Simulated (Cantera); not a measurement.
A closed system holds: 1 mol AlN, 330 mol H2, held at 0.133 bar.

Method: chemical equilibrium by Gibbs-energy minimisation in Cantera with the NASA 1993 tables (ideal gas, pure condensed phases). Candidate condensed phases: Al, AlN; 13 gas species. Rates play no part.

### Question
At 1748 K, list the 5 most abundant gas species with their mole fractions, and the condensed phases.

### Answer
H2 0.999, H 0.000625, Al 0.000173, N2 0.000103, AlH 3.32e-5. Condensed: AlN(s).
